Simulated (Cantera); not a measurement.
Charge: 1 mol Al2O3, 0.31 mol H2O, held at 0.180 Torr.

Equilibrium computed with Cantera from the NASA thermochemical tables; the gas is ideal and each condensed phase is pure. Candidate condensed phases: Al, Al2O3, H2O; 19 gas species. The tables' values for AlOH are old estimates; treat these amounts as uncertain. The numbers say what is thermodynamically allowed, not how fast it happens.

log p: log10 of the partial pressure in bar; n: condensed amount in mol.

| T (K) | log p H2O | log p H | log p O | log p H2 | log p OH | log p O2 | log p AlO | log p Al | n Al2O3(s) | n Al2O3(l) |
|---|---|---|---|---|---|---|---|---|---|---|
| 1373 | -3.62 | -8.81 | -9.70 | -6.66 | -7.52 | -6.99 | <-15 | <-15 | 1.00 | 0 |
| 1473 | -3.62 | -8.01 | -8.83 | -6.22 | -6.99 | -6.56 | <-15 | <-15 | 1.00 | 0 |
| 1573 | -3.62 | … | … | … | … | … | <-15 | <-15 | 1.00 | 0 |
| 1673 | -3.63 | … | … | … | … | … | … | <-15 | 1.00 | 0 |
| 1773 | -3.64 | -6.16 | -6.82 | -5.23 | -5.78 | -5.58 | -13.07 | -15.36 | 1.00 | 0 |
| 1873 | -3.66 | -5.68 | -6.29 | -4.98 | -5.47 | -5.33 | -11.75 | -13.74 | 1.00 | 0 |
| 1973 | -3.69 | -5.25 | -5.82 | -4.77 | -5.20 | -5.12 | -10.56 | -12.29 | 1.000 | 0 |
| 2073 | -3.76 | -4.88 | -5.41 | -4.59 | -4.98 | -4.94 | -9.48 | -10.96 | 1.000 | 0 |
| 2173 | -3.86 | -4.55 | -5.05 | -4.47 | -4.81 | -4.81 | -8.49 | -9.74 | 1.000 | 0 |
| 2273 | -4.03 | -4.28 | -4.74 | -4.41 | -4.71 | -4.74 | -7.58 | -8.59 | 1.000 | 0 |
| 2373 | -4.31 | -4.08 | -4.50 | -4.44 | -4.69 | -4.74 | -6.75 | -7.51 | 0 | 1.000 |
| 2473 | -4.72 | -3.94 | -4.32 | -4.58 | -4.78 | -4.85 | -6.00 | -6.47 | 0 | 0.998 |
| 2573 | -5.29 | -3.89 | -4.20 | -4.85 | -4.98 | -5.03 | -5.29 | -5.45 | 0 | 0.983 |

Question: What belongs in the gaps?

Answer: 
- 1673, log p H: -6.70
- 1673, log p O: -7.41
- 1673, log p H2: -5.52
- 1673, log p OH: -6.13
- 1673, log p O2: -5.87
- 1673, log p AlO: -14.56
- 1573, log p H: -7.31
- 1573, log p O: -8.08
- 1573, log p H2: -5.85
- 1573, log p OH: -6.53
- 1573, log p O2: -6.19
